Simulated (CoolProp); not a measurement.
The fluid at 489.73 K and 1.86 MPa flows at 0.061 m/s in a round tube of 4.6 mm bore and 0.25 µm roughness, fully developed (64/Re and Nu = 3.66 if laminar; Colebrook and Gnielinski if turbulent). The same conditions are run with several fluids, on thermodynamics alone (safety and materials aside).

Computed with CoolProp (reference Helmholtz-energy equation of state of each fluid (methane: Setzmann 1991; R407C: Lemmon 2003; dry air: Lemmon 2000; R125: Lemmon 2005; c-C4F8 (RC318): Platzer 1990)). The equations of Platzer and Polt are older, rougher fits. Blends and air are pseudo-pure fits.

Problem. Rank methane, R407C, dry air, R125, c-C4F8 (RC318) by Reynolds number, highest first.

Solution. c-C4F8 (RC318) (1400), R125 (764), R407C (564), dry air (137), methane (122)

| fluid | Darcy friction factor | pressure drop (Pa/m) | heat-transfer coefficient (W/(m² K)) | mass flow (kg/h) |
|---|---|---|---|---|
| methane | 0.526 | 1.56 | 53.5 | 0.0268 |
| R407C | 0.114 | 1.89 | 23.1 | 0.151 |
| dry air | 0.466 | 2.48 | 31.5 | 0.0480 |
| R125 | 0.0837 | 1.94 | 24.5 | 0.209 |
| c-C4F8 (RC318) | 0.0457 | 1.87 | 21.6 | 0.369 |

Transport values come from each fluid's own correlations; those of c-C4F8 (RC318) are estimates that may be off by 10 % or more.
